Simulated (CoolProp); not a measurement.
Vapour-liquid equilibrium of isobutene (1) + ethanol (2) at 364.2 K; x and y are mole fractions of (1).

The numbers come from the multi-fluid Helmholtz-energy mixture model, Lemmon 2005 and Schroeder 2014; pair parameters Bell 2016 in CoolProp.

```csv
x,"bubble pressure, mixture model (MPa)","bubble pressure, Raoult's law (MPa)","y, mixture model","y, Raoult's law"
0.05,0.3761,0.2321,0.566,0.331
0.125,0.6629,0.3352,…,0.573
0.2,0.8899,0.4382,0.823,0.702
0.275,…,0.5412,0.853,0.781
0.35,1.151,0.6442,0.869,0.835
0.425,…,0.7473,0.877,0.874
0.5,1.246,0.8503,0.883,0.904
0.575,…,0.9533,0.887,0.927
0.65,1.300,1.056,…,0.946
0.725,1.336,1.159,0.902,0.961
0.8,1.381,1.262,0.916,0.974
0.875,1.436,1.365,0.938,0.985
0.95,1.497,1.468,0.971,0.994
```

Question: What belongs in the gaps?

Answer: 
- 0.125, y, mixture model: 0.758
- 0.275, bubble pressure, mixture model (MPa): 1.050
- 0.425, bubble pressure, mixture model (MPa): 1.210
- 0.575, bubble pressure, mixture model (MPa): 1.272
- 0.65, y, mixture model: 0.893

The largest gap from Raoult's law is +103.1 % in bubble pressure, at x = 0.2. No azeotrope shows between x = 0.05 and 0.95.

The pair parameters rest on a limited set of measurements; away from them the model extrapolates. With so large a gap from Raoult's law the liquid may split in two, which this calculation doesn't test in full.
